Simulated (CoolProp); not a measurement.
Properties of nitrogen along the isobar 13800 kPa (Tc = -147.0 °C, pc = 3396 kPa, ω = 0.037).

The numbers come from the reference Helmholtz-energy equation of state, Span 2000 in CoolProp.

| T (°C) | phase | density (kg/m³) | cp (kJ/(kg K)) | viscosity (µPa s) | conductivity (mW/(m K)) | fugacity coefficient |
|---|---|---|---|---|---|---|
| -162.05 | liquid | [?] | 2.010 | 77.8 | [?] | 0.1542 |
| -158.45 | liquid | 682.6 | 2.030 | 72.2 | 98.8 | 0.1794 |
| -154.85 | liquid | 665.8 | 2.053 | 67.0 | 93.7 | 0.2062 |
| -151.25 | liquid | 648.5 | 2.079 | 62.3 | [?] | 0.2342 |
| -147.75 | liquid | 631.2 | 2.107 | 58.2 | 84.1 | 0.2626 |
| -144.15 | supercritical | 612.9 | 2.138 | 54.2 | 79.5 | 0.2927 |
| -140.55 | supercritical | 594.0 | 2.172 | 50.5 | 75.1 | 0.3233 |
| -136.95 | supercritical | 574.5 | 2.207 | 47.1 | 71.0 | 0.3543 |
| -133.35 | supercritical | 554.6 | 2.242 | 43.9 | 67.1 | 0.3854 |
| -129.85 | supercritical | 534.7 | [?] | 41.0 | [?] | 0.4156 |
| -126.25 | supercritical | 513.9 | 2.302 | [?] | 60.3 | 0.4462 |
| -122.65 | supercritical | 493.0 | 2.323 | 35.7 | 57.2 | 0.4763 |
| -119.05 | supercritical | 472.0 | 2.334 | 33.4 | 54.4 | 0.5057 |
| -115.45 | supercritical | 451.2 | 2.333 | 31.3 | 51.9 | 0.5342 |
| -111.95 | supercritical | 431.5 | 2.318 | 29.5 | 49.6 | 0.5609 |

Problem. Complete the blanks.

Solution. 
- -162.05, density (kg/m³): 698.9
- -162.05, conductivity (mW/(m K)): 104
- -151.25, conductivity (mW/(m K)): 88.7
- -129.85, cp (kJ/(kg K)): 2.274
- -129.85, conductivity (mW/(m K)): 63.6
- -126.25, viscosity (µPa s): 38.3

Viscosity comes from a separate model (Lemmon 2004). Thermal conductivity comes from a separate model (Lemmon 2004).
